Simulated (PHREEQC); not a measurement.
## Acid rinse or clean: an equilibrium model

Dissolve 0.14 mol H2SO4, 0.00012 mol FeCl3, 0.21 mol KCl and 0.03 mol CO2 per kg of water at 25 °C. Closed to the air; pH follows from the charge balance.

The numbers come from PHREEQC with the ion-association model, phreeqc.dat.

The pH is 0.87. The ionic strength comes out as 0.403 mol/kgw and the activity of water is 0.987. The specific conductance is 73500 µS/cm. The density is 1.016 g/cm³ and the total alkalinity is -280 meq/kg.

```tsv
species	molality	activity	log γ
Cl-	0.210	0.140	-0.177
K+	0.202	0.133	-0.181
H+	0.174	0.135	-0.113
HSO4-	0.106	0.0772	-0.136
CO2	0.0300	0.0329	0.040
SO4-2	0.0264	0.00590	-0.650
KSO4-	0.00785	0.00553	-0.152
FeSO4+	5.11e-5	3.55e-5	-0.159
FeHSO4+2	4.48e-5	1.28e-5	-0.546
(CO2)2	1.81e-5	1.98e-5	0.040
FeCl+2	9.96e-6	2.31e-6	-0.634
Fe(SO4)2-	6.27e-6	4.58e-6	-0.136
Fe+3	5.64e-6	5.48e-7	-1.013
```

No solid was allowed to form.
